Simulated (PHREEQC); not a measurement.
0.018 g of hydrous ferric oxide (600 m²/g; 0.2 weak and 0.005 strong sites per Fe, Dzombak-Morel constants, diffuse double layer) in 1 kg of water with 0.05 mol/kgw of an inert sodium salt and 1.9e-06 mol Na2SeO4, at 25 °C; the pH is set by adding NaOH or the inert anion's acid. Oxygen alone is held at its pressure in air (log pO2 = -0.68). No CO2 enters from the air. No solid was allowed to form.

Equilibrium calculation in PHREEQC: ion-association model, wateq4f.dat.

### Question
Predict Se sorbed (%), surface charge σ (C/m²) at pH = 6.5, 8.

### Answer
| pH | Se sorbed (%) | surface charge σ (C/m²) |
|---|---|---|
| 6.5 | 4.0 | 0.057 |
| 8 | 0.0 | 0.003 |

Species that the database lacks are ignored.
